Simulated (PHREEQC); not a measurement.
1 kg of water holding 0.017 mol NaCl, 0.012 mol Na2CO3 and 0.039 mol Na2SO4 is evaporated at 25 °C; the solids stay in contact with the brine. CO2 is held at log p = -3.4 (atm). Solids allowed: Burkeite, Halite, Mirabilite, Nahcolite, Natron, Thenardite, Trona. Others were left out.

Computed with PHREEQC (Pitzer model, pitzer.dat).

Predict ionic strength, C in solution (mol/kgw), pH at water left (kg) = 0.8218, 0.5551, 0.375, 0.07805, 0.04333.


```
water left (kg)  ionic strength  C in solution (mol/kgw)    pH
---------------  --------------  -----------------------  ----
0.8218                    0.198                   0.0236  9.36
0.5551                    0.295                   0.0333  9.44
0.375                     0.438                   0.0470  9.52
0.07805                    2.14                    0.191  9.72
0.04333                    3.87                    0.329  9.76
```
